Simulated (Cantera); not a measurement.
A freely propagating, adiabatic, planar premixed flame of CH₃OH : O₂ : N₂ = 1 : 1.5 : 4.34 (molar parts), equivalence ratio 1.0, unburnt at 398 K and 45000 Pa; mixture-averaged transport, grid criteria slope 0.08 and curve 0.16, no radiation.

Detailed kinetics in Cantera: GRI-Mech 3.0 (53 species, 325 reactions). GRI-Mech 3.0 was tuned for natural gas; its chemistry of methanol as a main component is partial and can be far from experiment. Burning velocities carry a grid error of a few per cent, more on coarse grids.

x: mole fraction of selected species; z is measured from the peak of heat release.

```
z (mm)  T (K)  u (m/s)   x CH₃OH    x O₂   x C₂H₆    x H₂O₂  x C₂H    x N₂O
------  -----  -------  --------  ------  -------  --------  -----  -------
-1.45     398     1.05     0.146   0.219    <1e-8   1.79e-7  <1e-8    <1e-8
-0.963    400     1.06     0.145   0.218    <1e-8   3.53e-6  <1e-8    <1e-8
-0.723    406     1.08     0.145   0.217    <1e-8   1.82e-5  <1e-8    <1e-8
-0.482    458     1.23     0.141   0.211    <1e-8  0.000146  <1e-8    <1e-8
-0.241    846     2.37     0.107   0.175  1.36e-7   0.00112  <1e-8    <1e-8
-0.120   1281     3.73    0.0592   0.133  3.79e-7   0.00171  <1e-8        …
0        1719     5.19   0.00945  0.0887  3.84e-7  0.000174  <1e-8        …
0.120    1865     5.67  0.000162  0.0611  2.19e-8   1.09e-6  <1e-8  4.48e-8
0.241    1901     5.76   6.17e-7  0.0458    <1e-8   2.98e-7  <1e-8  4.70e-8
0.482    1948     5.86     <1e-8  0.0352    <1e-8   2.73e-7  <1e-8  4.84e-8
0.963    2009     5.99     <1e-8  0.0304    <1e-8   2.23e-7  <1e-8  4.81e-8
1.93     2086     6.19     <1e-8  0.0273    <1e-8   1.72e-7  <1e-8  5.10e-8
3.85     2178     6.42     <1e-8  0.0240    <1e-8   1.32e-7  <1e-8        …
```

### Question
What belongs in the gaps?

### Answer

- -0.120, x N₂O: 1.96e-8
- 0, x N₂O: 3.91e-8
- 3.85, x N₂O: 5.88e-8
